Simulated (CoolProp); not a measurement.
Saturated liquid density (kg/m³) of hexamethyldisiloxane (MM): the reference equation beside estimates from Tc = 245.6 °C, pc = 1931 kPa, ω = 0.418.

The numbers come from the reference Helmholtz-energy equation of state, Thol 2016 in CoolProp.

```csv
T (°C),reference,van der Waals,Redlich-Kwong
49.85,732.9,441.1,647.5
54.55,727.7,438.2,642.5
59.35,722.4,435.2,637.3
64.15,717.1,432.2,632.0
68.95,711.7,429.1,626.6
73.65,706.4,426.0,621.2
78.45,700.9,422.9,615.6
83.25,695.3,419.6,609.8
87.95,689.9,416.4,604.1
92.75,684.2,413.0,598.2
97.55,678.4,409.6,592.1
102.35,672.6,406.2,585.9
107.05,666.9,402.7,579.7
111.85,660.9,399.1,573.3
```

Absolute difference from the reference over all 14 rows, mean and median: van der Waals 39.7 and 39.7 %, Redlich-Kwong 12.3 and 12.2 %.
